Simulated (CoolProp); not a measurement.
R407C along the isobar 11.6 MPa: density (kg/m³) from the reference equation and from simpler models built on Tc = 359.3 K, pc = 4.632 MPa, ω = 0.363; each cubic takes its own stable root.

Model: reference Helmholtz-energy equation of state, Lemmon 2003, in CoolProp. It is a pseudo-pure fit of the blend.

| T (K) | phase | reference | van der Waals | Redlich-Kwong | Soave-Redlich-Kwong |
|---|---|---|---|---|---|
| 342.2 | liquid | 1030 | 685.1 | 879.9 | 898.1 |
| 349.7 | liquid | 996.3 | 671.9 | 851.3 | 862.3 |
| 357.2 | liquid | 960.0 | 658.2 | 821.7 | 824.3 |
| 364.7 | supercritical | 921.1 | 644.1 | 791.0 | 784.2 |
| 372.2 | supercritical | 879.3 | 629.5 | 759.3 | 741.9 |
| 379.7 | supercritical | 834.1 | 614.4 | 726.6 | 697.7 |
| 387.2 | supercritical | 785.4 | 598.7 | 692.9 | 652.3 |
| 394.8 | supercritical | 732.8 | 582.3 | 658.1 | 605.9 |
| 402.3 | supercritical | 679.1 | 565.6 | 623.5 | 561.4 |
| 409.8 | supercritical | 625.7 | 548.4 | 589.1 | 519.7 |
